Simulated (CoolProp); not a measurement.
C3F8 (R218) at 298.15 K and 1.35 MPa is throttled through a valve to 0.61 MPa with no heat exchange. Each further row changes one setting.

Values from CoolProp's reference Helmholtz-energy equation of state, Lemmon 2006. It is a short technical equation, of lower accuracy than the large ones.

```
case                       temperature change (K)  final phase  final density (kg/m³)
-------------------------  ----------------------  -----------  ---------------------
as stated                                     ___          ___                    ___
outlet pressure 0.183 MPa                   -47.8          ___                    ___
outlet pressure 0.793 MPa                     ___          ___                    760
```

Problem. Complete the blanks.

Solution. 
- as stated, temperature change (K): -12.5
- as stated, final phase: two-phase, vapour fraction 0.169
- as stated, final density (kg/m³): 288
- outlet pressure 0.183 MPa, final phase: two-phase, vapour fraction 0.516
- outlet pressure 0.183 MPa, final density (kg/m³): 34.4
- outlet pressure 0.793 MPa, temperature change (K): -3.3
- outlet pressure 0.793 MPa, final phase: two-phase, vapour fraction 0.047
